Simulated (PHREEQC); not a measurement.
# Leach liquor (model solution)

Solution (25 °C): 17 mmol/kgw H2SO4, 22 mmol/kgw Li2SO4 and 11 mmol/kgw MgSO4. Closed to the air; pH follows from the charge balance.

Model: ion-association model, phreeqc.dat, run in PHREEQC.

Each row changes one thing in this solution. This is a speciation only: nothing precipitates in the calculation.

```csv
case,pH,ionic strength (mol/kgw),HSO4- (mol/kgw),LiSO4- (mol/kgw)
as made,1.85,0.103,0.0169,0.00180
Li2SO4 from 0.022 to 0.0198 mol/kgw,1.84,0.0978,0.0165,0.00156
MgSO4 replaced by CaSO4 at the same molality,1.86,0.105,0.0168,0.00183
MgSO4 from 0.011 to 0.0121 mol/kgw,1.85,0.105,0.0170,___
H2SO4 left out,7.01,0.0844,1.22e-7,___
```

### Question
What belongs in the gaps?

### Answer

- MgSO4 from 0.011 to 0.0121 mol/kgw, LiSO4- (mol/kgw): 0.00182
- H2SO4 left out, LiSO4- (mol/kgw): 0.00188
